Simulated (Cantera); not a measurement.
Pyrogenic steam for wet oxidation

An isothermal, constant-pressure homogeneous reactor starts with H2 : O2 : N2 = 1.7 : 1 : 14 (molar parts), at 1073 K and 0.620 bar.

Cantera simulation using the H2/O2 subset of GRI-Mech 3.0, which has no nitrogen chemistry; the numbers are that mechanism's predictions, not measurements. The temperature is held fixed by assumption; the heat of reaction is taken as removed at once.

```csv
t (s),x H2,x O2,x HO2,x OH,x O,x H,x H2O2
0.000300,0.102,0.0598,1.67e-5,7.36e-6,1.47e-5,0.000113,1.27e-7
0.00110,0.00267,0.0108,7.16e-6,0.000307,0.000216,0.000871,1.62e-6
0.00405,0.000316,0.00960,3.82e-6,5.18e-5,1.25e-5,1.48e-5,7.70e-7
0.0149,4.47e-5,0.00948,1.09e-6,1.49e-5,1.04e-6,5.88e-7,1.64e-7
0.0548,3.86e-6,0.00946,1.24e-7,5.72e-6,1.06e-7,2.07e-8,2.73e-8
0.201,1.54e-7,0.00946,8.31e-9,2.53e-6,1.78e-8,5.62e-10,5.80e-9
0.740,1.71e-8,0.00946,1.46e-9,1.22e-6,4.17e-9,4.60e-11,1.43e-9
2.72,4.23e-9,0.00946,4.36e-10,6.28e-7,1.10e-9,6.28e-12,3.86e-10
10.0,1.41e-9,0.00946,2.46e-10,3.43e-7,3.30e-10,1.18e-12,1.17e-10
```
x: mole fraction; the columns are a selection and need not sum to one.

Equilibrium at this temperature and pressure: H2 9.38e-10, O2 0.00946, HO2 2.49e-10, OH 2.34e-7, O 1.55e-10, H <1e-12, H2O2 5.53e-11 (gas phase only).
